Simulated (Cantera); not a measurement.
Stirred combustor or abatement burner

A perfectly stirred reactor is fed with 7.51 % CH3OH, 19.5 % O2, 73.0 % N2, equivalence ratio 0.58, at 0.987 atm; it is adiabatic with a 575 K inlet, and is followed from long to short residence time, starting on the burning branch (τ in s: 0.13, 0.057, 0.025, 0.011, 0.005, 0.0022, 0.00098, 0.00043, 0.00019, 8.5e-05, 3.8e-05, 1.7e-05, 7.4e-06).

Computed with Cantera and GRI-Mech 3.0 (53 species, 325 reactions). GRI-Mech 3.0 was tuned for natural gas; its chemistry of methanol as a main component is partial and can be far from experiment.

```csv
τ (s),T (K),x CH3OH,x O2,x NO2,x HO2,x C2H6,x CH4,x NO
0.13,1888,2.06e-6,0.0786,7.59e-8,1.75e-6,<1e-12,1.24e-8,5.41e-5
0.057,1883,3.71e-6,0.0787,5.39e-8,2.49e-6,<1e-12,1.53e-8,3.79e-5
0.025,1876,6.47e-6,0.0787,3.84e-8,3.87e-6,<1e-12,1.94e-8,2.78e-5
0.011,1865,1.11e-5,0.0789,2.60e-8,6.28e-6,<1e-12,2.84e-8,2.02e-5
0.0050,1848,1.85e-5,0.0792,1.68e-8,1.02e-5,<1e-12,4.93e-8,1.44e-5
0.0022,1823,3.21e-5,0.0799,1.04e-8,1.71e-5,2.64e-12,1.06e-7,9.81e-6
0.00098,1789,5.80e-5,0.0811,6.66e-9,2.91e-5,1.43e-11,2.64e-7,6.55e-6
0.00043,1739,0.000119,0.0836,4.34e-9,5.35e-5,9.74e-11,7.90e-7,3.89e-6
0.00019,1654,0.000363,0.0903,2.69e-9,0.000143,1.26e-9,3.19e-6,1.16e-6
8.5e-5,575,0.0751,0.195,<1e-12,<1e-12,<1e-12,<1e-12,<1e-12
3.8e-5,575,0.0751,0.195,<1e-12,<1e-12,<1e-12,<1e-12,<1e-12
1.7e-5,575,0.0751,0.195,<1e-12,<1e-12,<1e-12,<1e-12,<1e-12
7.4e-6,575,0.0751,0.195,<1e-12,<1e-12,<1e-12,<1e-12,<1e-12
```
x: mole fraction; the columns are a selection and need not sum to one.
